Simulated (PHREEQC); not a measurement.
A solution holds 9.7 mmol/kgw NH3, at 25 °C. Closed to the air; pH follows from the charge balance.

Equilibrium calculation in PHREEQC: ion-association model, wateq4f.dat.

```
quantity                    before     after
------------------------  --------  --------
pH                           10.61     10.45
ionic strength (mol/kgw)  0.000413  0.000289
NH4+ (mol/kgw)            0.000413  0.000289
```

**Question.** Name the change that produced these shifts.
A. 0.00026 mol/kgw HBr added
B. temperature from 25 to 15 °C
C. diluted 2-fold with water
D. 0.0003 mol/kgw H3PO4 added
E. NH3 from 0.0097 to 0.0485 mol/kgw

**Answer.** C, diluted 2-fold with water

No solid was allowed to form.
